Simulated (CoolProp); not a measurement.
A simple Rankine cycle with R11: condensing at 316.15 K, boiler at 1 MPa, turbine inlet 384.6 K, turbine efficiency 0.6, pump efficiency 0.8, no recuperator. Each further row changes one setting.

The numbers come from the reference Helmholtz-energy equation of state, Jacobsen 1992 in CoolProp.

```tsv
case	thermal efficiency (%)	net work (kJ/kg)	heat in (kJ/kg)	turbine exit temperature (K)	volume ratio over the turbine
as stated	8.8	(withheld)	205	337.4	5.31
turbine inlet 404.6 K	8.9	(withheld)	(withheld)	358.5	5.20
condensing temperature 308.15 K	(withheld)	20.8	(withheld)	331.9	(withheld)
boiler pressure 0.7 MPa	7.2	(withheld)	211	350.0	3.61
turbine efficiency 0.5	(withheld)	14.9	205	342.4	5.40
```

Q: What belongs in the gaps?

A: 
- as stated, net work (kJ/kg): 18.1
- turbine inlet 404.6 K, net work (kJ/kg): 19.6
- turbine inlet 404.6 K, heat in (kJ/kg): 220
- condensing temperature 308.15 K, thermal efficiency (%): 9.8
- condensing temperature 308.15 K, heat in (kJ/kg): 213
- condensing temperature 308.15 K, volume ratio over the turbine: 6.78
- boiler pressure 0.7 MPa, net work (kJ/kg): 15.1
- turbine efficiency 0.5, thermal efficiency (%): 7.3
